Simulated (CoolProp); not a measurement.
Dodecamethylcyclohexasiloxane (D6) along the isotherm 258.35 °C: density (kg/m³) from the reference equation and from simpler models built on Tc = 372.6 °C, pc = 961.4 kPa, ω = 0.736; each cubic takes its own stable root.

Computed with CoolProp (reference Helmholtz-energy equation of state, Colonna 2008). It is a short technical equation, of lower accuracy than the large ones.

| p (kPa) | phase | reference | van der Waals | Redlich-Kwong | Soave-Redlich-Kwong | Peng-Robinson |
|---|---|---|---|---|---|---|
| 200 | liquid | 685.7 | 22.59 | 23.35 | 635.0 | 719.0 |
| 401 | liquid | 688.2 | 54.27 | 563.4 | 638.7 | 722.7 |
| 601 | liquid | 690.7 | 407.1 | 570.8 | 642.2 | 726.2 |
| 801 | liquid | 693.0 | 414.7 | 577.5 | 645.6 | 729.6 |
| 1000 | liquid | 695.3 | 421.2 | 583.7 | 648.8 | 732.8 |
| 1200 | liquid | 697.6 | 427.0 | 589.5 | 651.8 | 735.9 |
| 1400 | liquid | 699.8 | 432.2 | 594.9 | 654.8 | 738.9 |
| 1600 | liquid | 701.9 | 436.9 | 600.0 | 657.7 | 741.8 |
| 1800 | liquid | 704.0 | 441.2 | 604.8 | 660.4 | 744.6 |
| 2000 | liquid | 706.0 | 445.2 | 609.3 | 663.1 | 747.4 |
| 2200 | liquid | 708.0 | 448.9 | 613.6 | 665.7 | 750.0 |
| 2400 | liquid | 710.0 | 452.3 | 617.7 | 668.2 | 752.5 |

At some of these states van der Waals, Redlich-Kwong gives the other phase, because its saturation line lies elsewhere.
